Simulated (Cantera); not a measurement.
Feed: 1 mol SiH2Cl2, 0.06 mol HCl, 13 mol H2, held at 1098.15 K and 8.30 mbar.

Method: chemical equilibrium by Gibbs-energy minimisation in Cantera with the NASA 1993 tables (ideal gas, pure condensed phases). Candidate condensed phases: Si; 19 gas species. The tables' values for SiCl3 are old estimates; treat these amounts as uncertain. Rates play no part.

Question: What is the equilibrium state?

Answer: 
```
Item            Value
----------  ---------
x(H2)           0.923
x(HCl)         0.0507
x(SiCl4)       0.0146
x(SiCl2)      0.00565
x(SiHCl3)     0.00387
x(SiCl3)      0.00242
x(SiH2Cl2)   0.000123
x(SiH3Cl)     1.03e-6
n(Si(s))    0.606 mol
gas amount  14.77 mol
```
